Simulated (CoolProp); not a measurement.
Properties of methane along the isotherm 318.8 K.

Values from CoolProp's reference Helmholtz-energy equation of state, Setzmann 1991.

```csv
p (MPa),phase,density (kg/m³),cp (kJ/(kg K)),isothermal compressibility (1/MPa)
0.00727,gas,0.04401,2.277,137.6
0.0117,gas,0.07082,2.278,85.48
0.019,gas,0.1150,2.278,52.65
0.0307,gas,0.1859,2.279,32.59
0.0495,gas,0.2998,2.279,20.22
0.08,gas,0.4847,2.281,12.51
0.129,gas,0.7821,2.283,7.765
0.209,gas,1.269,2.287,4.798
0.338,gas,2.055,2.294,2.972
0.545,gas,3.323,2.304,1.848
0.881,gas,5.395,2.321,1.148
1.42,gas,8.759,2.349,0.7175
2.3,gas,14.35,2.396,0.4478
```
